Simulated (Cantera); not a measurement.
An isothermal, constant-pressure homogeneous reactor starts with NO : N2 = 1 : 1.8 (molar parts), at 1550 K and 13300 Pa. Integrator tolerance rtol = 1e-08.

Cantera simulation using GRI-Mech 3.0 (53 species, 325 reactions); the numbers are that mechanism's predictions, not measurements.

Problem. What does this change do: pressure from 13300 Pa to 130000 Pa?

Solution. 
| quantity | before | after |
|---|---|---|
| x(NO) at 20.0 s | 0.346 (gas-phase equilibrium 0.00146) | 0.269 (gas-phase equilibrium 0.00146) |
| x(NO2) at 20.0 s | 0.000107 (gas-phase equilibrium 2.26e-6) | 0.000651 (gas-phase equilibrium 7.07e-6) |
| x(N2) at 20.0 s | 0.649 (gas-phase equilibrium 0.821) | 0.687 (gas-phase equilibrium 0.821) |
| x(O) at 20.0 s | 2.03e-6 (gas-phase equilibrium 9.10e-6) | 1.47e-6 (gas-phase equilibrium 2.91e-6) |
| x(O2) at 20.0 s | 0.00569 (gas-phase equilibrium 0.178) | 0.0433 (gas-phase equilibrium 0.178) |
| x(N2O) at 20.0 s | 3.97e-5 (gas-phase equilibrium 3.30e-8) | 2.57e-5 (gas-phase equilibrium 1.03e-7) |
